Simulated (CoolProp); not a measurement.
Computed with CoolProp (reference Helmholtz-energy equation of state, Akasaka 2023).

Problem. Give the vapour pressure (MPa), liquid density (kg/m³), vapour density (kg/m³), liquid cp (kJ/(kg K)) of saturated R1224YDZ at 229.4, 237.5, 245.6 K.

Solution. 
```json
[
 {"T (K)": "229.4", "p (MPa)": "0.00512", "liquid density (kg/m³)": "1530", "vapour density (kg/m³)": "0.402", "liquid cp (kJ/(kg K))": "1.04"},
 {"T (K)": "237.5", "p (MPa)": "0.00862", "liquid density (kg/m³)": "1520", "vapour density (kg/m³)": "0.655", "liquid cp (kJ/(kg K))": "1.05"},
 {"T (K)": "245.6", "p (MPa)": "0.0139", "liquid density (kg/m³)": "1500", "vapour density (kg/m³)": "1.03", "liquid cp (kJ/(kg K))": "1.06"}
]
```
